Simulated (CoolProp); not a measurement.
A simple Rankine cycle with R245ca: condensing at 318.15 K, boiler at 0.75 MPa, turbine inlet 369 K, turbine efficiency 0.7, pump efficiency 0.7, no recuperator. Each further row changes one setting.

Computed with CoolProp (reference Helmholtz-energy equation of state, Zhou 2016).

```
case                             thermal efficiency (%)  net work (kJ/kg)  heat in (kJ/kg)  turbine exit temperature (K)  volume ratio over the turbine
-------------------------------  ----------------------  ----------------  ---------------  ----------------------------  -----------------------------
as stated                                           7.4              17.3              234                           ___                            ___
turbine inlet 389 K                                 7.3              18.8              257                         363.5                           3.74
condensing temperature 310.15 K                     ___              21.0              245                         337.9                           4.98
boiler pressure 0.525 MPa                           ___              13.2              239                         351.0                            ___
turbine efficiency 0.6                              6.3              14.8              234                           ___                            ___
```

Fill in the missing entries.


- as stated, turbine exit temperature (K): 342.6
- as stated, volume ratio over the turbine: 3.80
- condensing temperature 310.15 K, thermal efficiency (%): 8.6
- boiler pressure 0.525 MPa, thermal efficiency (%): 5.5
- boiler pressure 0.525 MPa, volume ratio over the turbine: 2.59
- turbine efficiency 0.6, turbine exit temperature (K): 345.1
- turbine efficiency 0.6, volume ratio over the turbine: 3.84
